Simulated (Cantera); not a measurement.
An isothermal, constant-pressure homogeneous reactor starts with C2H6 : N2 = 1 : 25 (molar parts), at 1198 K and 0.000290 bar.

Computed with Cantera and GRI-Mech 3.0 (53 species, 325 reactions). GRI-Mech 3.0 stops at C3 and has no aromatics, soot or wall deposition, so with more carbon than oxygen in the feed, carbon stays in small species such as C2H2 where larger ones or solid carbon would form. Radical loss at walls, strong at low pressure, is not modelled.

Question: Predict: x(C2H6) at 2.00 s; x(CH2) at 2.00 s; x(C2H2) at 2.00 s; x(H) at 2.00 s; x(HCN) at 2.00 s.

Answer: 
```json
{
  "x(C2H6) at 2.00 s": "0.0301 (gas-phase equilibrium 1.26e-11)",
  "x(CH2) at 2.00 s": "1.61e-7 (gas-phase equilibrium <1e-12)",
  "x(C2H2) at 2.00 s": "0.000139 (gas-phase equilibrium 0.0152)",
  "x(H) at 2.00 s": "1.59e-5 (gas-phase equilibrium 3.00e-6)",
  "x(HCN) at 2.00 s": "4.57e-9 (gas-phase equilibrium 0.0409)"
}
```
